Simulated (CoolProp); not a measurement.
Vapour-liquid equilibrium of dimethyl ether (1) + n-pentane (2) at 0.179 MPa; x and y are mole fractions of (1).

Model: multi-fluid Helmholtz-energy mixture model, Wu 2011 and Thol 2019; pair parameters Bell 2016, in CoolProp.

Give the bubble temperature and the first vapour's composition at x = 0.2, 0.5, 0.8. Is there an azeotrope?

x = 0.2: 300.2 K, y = 0.671; x = 0.5: 274.1 K, y = 0.930; x = 0.8: 266.1 K, y = 0.972. No azeotrope shows between x = 0.05 and 0.95.

Pair parameters are fitted to limited data, so mixtures are less certain than the pure fluids. The gap from Raoult's law changes sign with composition, which may be real or a fault of the pair parameters; it wasn't checked against measurements.
